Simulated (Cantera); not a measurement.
**Equilibrium for tantalum, niobium, vanadium and zirconium in process gases: V + O₂ + H₂**

Feed: 1 mol V, 0.62 mol O₂, 95 mol H₂, equilibrated at 1330 Pa.

Equilibrium computed with Cantera from the NASA thermochemical tables; the gas is ideal and each condensed phase is pure. Candidate condensed phases: H₂O, V, VO, V₂O₃, V₂O₄, V₂O₅; 12 gas species. Mutual solubility and eutectic melting of coexisting phases are not modelled. VO: taken at fixed stoichiometry. Condensed phases not in the tables: the oxides between V₂O₃ and V₂O₅ other than VO₂. The numbers say what is thermodynamically allowed, not how fast it happens.

From 852 °C to 1152 °C the condensed part is VO(s) + V₂O₃(s). From 1227 °C to 1752 °C the condensed part is VO(s).

```json
[
 {"T (°C)": "852", "log p H₂": "-1.88", "log p H": "-8.29", "log p H₂O": "-5.53", "log p VO": "<-13", "log p VO₂": "<-13", "n VO(s)": "0.562", "n V₂O₃(s)": "0.219"},
 {"T (°C)": "927", "log p H₂": "-1.88", "log p H": "-7.64", "log p H₂O": "-5.22", "log p VO": "<-13", "log p VO₂": "<-13", "n VO(s)": "0.606", "n V₂O₃(s)": "0.197"},
 {"T (°C)": "1002", "log p H₂": "-1.88", "log p H": "-7.07", "log p H₂O": "-4.95", "log p VO": "-13.56", "log p VO₂": "-12.67", "n VO(s)": "0.679", "n V₂O₃(s)": "0.161"},
 {"T (°C)": "1077", "log p H₂": "-1.88", "log p H": "-6.56", "log p H₂O": "-4.72", "log p VO": "-12.34", "log p VO₂": "-11.46", "n VO(s)": "0.794", "n V₂O₃(s)": "0.103"},
 {"T (°C)": "1152", "log p H₂": "-1.88", "log p H": "-6.10", "log p H₂O": "-4.50", "log p VO": "-11.25", "log p VO₂": "-10.38", "n VO(s)": "0.966", "n V₂O₃(s)": "0.0170"},
 {"T (°C)": "1227", "log p H₂": "-1.88", "log p H": "-5.69", "log p H₂O": "-4.47", "log p VO": "-10.27", "log p VO₂": "-9.57", "n VO(s)": "1.000", "n V₂O₃(s)": "0"},
 {"T (°C)": "1302", "log p H₂": "-1.88", "log p H": "-5.32", "log p H₂O": "-4.47", "log p VO": "-9.39", "log p VO₂": "-8.87", "n VO(s)": "1.000", "n V₂O₃(s)": "0"},
 {"T (°C)": "1377", "log p H₂": "-1.88", "log p H": "-4.98", "log p H₂O": "-4.47", "log p VO": "-8.60", "log p VO₂": "-8.24", "n VO(s)": "1.000", "n V₂O₃(s)": "0"},
 {"T (°C)": "1452", "log p H₂": "-1.88", "log p H": "-4.67", "log p H₂O": "-4.47", "log p VO": "-7.88", "log p VO₂": "-7.66", "n VO(s)": "1.000", "n V₂O₃(s)": "0"},
 {"T (°C)": "1527", "log p H₂": "-1.88", "log p H": "-4.38", "log p H₂O": "-4.47", "log p VO": "-7.22", "log p VO₂": "-7.14", "n VO(s)": "0.999", "n V₂O₃(s)": "0"},
 {"T (°C)": "1602", "log p H₂": "-1.88", "log p H": "-4.12", "log p H₂O": "-4.48", "log p VO": "-6.61", "log p VO₂": "-6.66", "n VO(s)": "0.997", "n V₂O₃(s)": "0"},
 {"T (°C)": "1677", "log p H₂": "-1.88", "log p H": "-3.88", "log p H₂O": "-4.48", "log p VO": "-6.06", "log p VO₂": "-6.22", "n VO(s)": "0.989", "n V₂O₃(s)": "0"},
 {"T (°C)": "1752", "log p H₂": "-1.88", "log p H": "-3.66", "log p H₂O": "-4.49", "log p VO": "-5.55", "log p VO₂": "-5.82", "n VO(s)": "0.965", "n V₂O₃(s)": "0"}
]
```
log p: log10 of the partial pressure in bar; n: condensed amount in mol.
